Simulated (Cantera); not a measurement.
What does this Cantera script print?

```python
import numpy as np
import cantera as ct

gas = ct.Solution("gri30.yaml")
gas.TPX = 1350, 100000, {'CH4': 1, 'H2': 1.3}
inlet = ct.Reservoir(gas, clone=True)

reactor = ct.IdealGasConstPressureReactor(gas, energy="off", clone=False)
exhaust = ct.Reservoir(gas, clone=True)
tau = [25, 6.9, 1.9, 0.51, 0.14, 0.038, 0.01, 0.0028, 0.00076, 0.00021][0]
for a, b in ((inlet, reactor), (reactor, exhaust)):
    ct.MassFlowController(a, b, mdot=lambda t: reactor.mass / tau)
net = ct.ReactorNet([reactor])
show = ['CH4', 'H2', 'H', 'CH2', 'C2H6', 'C2H4', 'C2H2']

rows = []
print(f"{'tau/s':>10s}{'T/K':>9s}" + "".join(f"{s:>11s}" for s in show))
for tau in [25, 6.9, 1.9, 0.51, 0.14, 0.038, 0.01, 0.0028, 0.00076, 0.00021]:
    net.initial_time = 0.0
    net.advance(30 * tau)
    before = gas.X
    net.advance(40 * tau)
    drift = np.max(np.abs(gas.X - before) / (gas.X + 1e-9))
    rows.append([gas.T, *gas[show].X, drift])
    print(f"{tau:10.3e}{gas.T:9.1f}" + "".join(f"{x:11.3e}" for x in gas[show].X))
```

Result:

```
     tau/s      T/K        CH4         H2          H        CH2       C2H6       C2H4       C2H2
 2.500e+01   1350.0  3.552e-01  6.148e-01  1.729e-06  3.709e-11  2.845e-04  1.431e-02  1.539e-02
 6.900e+00   1350.0  3.810e-01  5.987e-01  1.475e-06  3.046e-11  2.184e-04  9.714e-03  1.035e-02
 1.900e+00   1350.0  4.119e-01  5.794e-01  1.227e-06  2.427e-11  1.514e-04  4.360e-03  4.176e-03
 5.100e-01   1350.0  4.278e-01  5.695e-01  1.114e-06  2.148e-11  1.189e-04  1.570e-03  1.011e-03
 1.400e-01   1350.0  4.328e-01  5.664e-01  1.060e-06  1.991e-11  1.004e-04  5.255e-04  1.508e-04
 3.800e-02   1350.0  4.343e-01  5.655e-01  9.960e-07  1.768e-11  7.499e-05  1.286e-04  1.168e-05
 1.000e-02   1350.0  4.346e-01  5.653e-01  8.833e-07  1.393e-11  3.742e-05  1.772e-05  4.131e-07
 2.800e-03   1350.0  4.347e-01  5.652e-01  7.346e-07  9.641e-12  1.115e-05  1.665e-06  9.737e-09
 7.600e-04   1350.0  4.348e-01  5.652e-01  4.815e-07  4.138e-12  1.517e-06  9.937e-08  1.225e-10
 2.100e-04   1350.0  4.348e-01  5.652e-01  1.893e-07  6.347e-13  6.698e-08  3.256e-09  7.345e-13
```

Detailed kinetics in Cantera: GRI-Mech 3.0 (53 species, 325 reactions). GRI-Mech 3.0 stops at C3 and has no aromatics, soot or wall deposition, so with more carbon than oxygen in the feed, carbon stays in small species such as C2H2 where larger ones or solid carbon would form.
